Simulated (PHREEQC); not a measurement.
## Nickel, zinc or cadmium bath: an equilibrium model

A solution holds 12 mmol/kgw ZnSO4 and 3 mmol/kgw NaOH, at 25 °C. Closed to the air; pH follows from the charge balance.

Model: ion-association model, wateq4f.dat, run in PHREEQC.

Each row changes one thing in this solution. This is a speciation only: nothing precipitates in the calculation.

| case | pH | ionic strength (mol/kgw) | SO4-2 (mol/kgw) | Zn+2 (mol/kgw) | ZnSO4 (mol/kgw) | Zn(OH)2 (mol/kgw) | SI of Zincite(c) (ZnO) |
|---|---|---|---|---|---|---|---|
| as made | 8.21 | 0.0314 | 0.00805 | 0.00648 | 0.00343 | 0.00113 | +2.82 |
| temperature from 25 to 30 °C | 8.19 | 0.0312 | 0.00804 | 0.00634 | 0.00345 | 0.00101 | ? |
| ZnSO4 from 0.012 to 0.006 mol/kgw | 8.37 | 0.0172 | 0.00466 | 0.00299 | 0.00120 | ? | +2.85 |
| 0.0032 mol/kgw TMAH added | 8.43 | 0.0317 | 0.00857 | 0.00525 | 0.00295 | 0.00260 | +3.18 |
| temperature from 25 to 85 °C | ? | 0.0299 | 0.00801 | ? | 0.00358 | 1.22e-5 | +3.53 |
| diluted 100-fold with water | 7.97 | 0.000453 | ? | 9.85e-5 | 2.24e-6 | 9.83e-6 | +0.75 |

Fill in the missing entries.


- temperature from 25 to 30 °C, SI of Zincite(c) (ZnO): +3.03
- ZnSO4 from 0.012 to 0.006 mol/kgw, Zn(OH)2 (mol/kgw): 0.00123
- temperature from 25 to 85 °C, pH: 7.28
- temperature from 25 to 85 °C, Zn+2 (mol/kgw): 0.00527
- diluted 100-fold with water, SO4-2 (mol/kgw): 0.000118

Some of these states are supersaturated (in Zn(OH)2-e, Zn4(OH)6SO4, Zincite(c) (slow to form), for instance). (CH3)4N+ isn't in the database: it is added as a free cation with an ion size of 4 Å. Constants without temperature data keep their 25 °C values here.
